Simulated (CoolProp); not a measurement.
The numbers come from the reference Helmholtz-energy equation of state, Marx 1992 in CoolProp.

For R113, give the phase and the Z, expansivity (1/kK) at 435.1 K and 2.79 MPa; 452.4 K and 2.79 MPa; 487 K and 2.79 MPa.


- 435.1 K and 2.79 MPa: liquid; Z 0.123, expansivity 3.59
- 452.4 K and 2.79 MPa: liquid; Z 0.127, expansivity 5.08
- 487 K and 2.79 MPa: gas; Z 0.616, expansivity 10.9
